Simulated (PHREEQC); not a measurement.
Na2SO4 is added in steps, without added water, to 1 kg of water holding 2 mmol/kgw HNO3, 19 mmol/kgw KNO3 and 2.6 mmol/kgw CuSO4, at 25 °C. Oxygen is held at 0.21 atm. CO2 is held at log p = -3.4 (atm). The run lets Cu(OH)2, Malachite, Brochantite, Antlerite, Cu2(OH)3NO3, Mirabilite, Chalcanthite, Nahcolite, Natron precipitate or redissolve, and no other solid.

Base run: PHREEQC, ion-association model, wateq4f.dat. Each further column changes one thing. The table gives KSO4- (mol/kgw).

```
Na2SO4 added (mol)      base  CuSO4 left out  diluted 100-fold with water  temperature from 25 to 50 °C  no solid may form
------------------  --------  --------------  ---------------------------  ----------------------------  -----------------
0                   0.000139               0                      3.18e-8                      0.000186           0.000139
0.002625            0.000268        0.000156                      2.36e-6                      0.000362           0.000268
0.006562            0.000443        0.000357                      4.78e-6                      0.000602           0.000443
0.009187            0.000548        0.000474                      6.08e-6                      0.000746           0.000548
0.01312             0.000691        0.000630                      7.75e-6                      0.000943           0.000691
0.01575             0.000779        0.000724                      8.72e-6                       0.00106           0.000779
0.01969             0.000900        0.000853                      1.00e-5                       0.00123           0.000900
0.02231             0.000975        0.000932                      1.08e-5                       0.00133           0.000975
0.02625              0.00108         0.00104                      1.19e-5                       0.00147            0.00108
0.02888              0.00115         0.00111                      1.26e-5                       0.00156            0.00115
0.03281              0.00124         0.00121                      1.35e-5                       0.00168            0.00124
0.03544              0.00130         0.00127                      1.41e-5                       0.00176            0.00130
0.03938              0.00138         0.00135                      1.50e-5                       0.00186            0.00138
0.042                0.00143         0.00141                      1.55e-5                       0.00193            0.00143
```

 Away from 25 °C the constants follow the database's enthalpies or fits; those with neither stay at their 25 °C values. Solids allowed in the column 'CuSO4 left out': Mirabilite, Nahcolite, Natron.
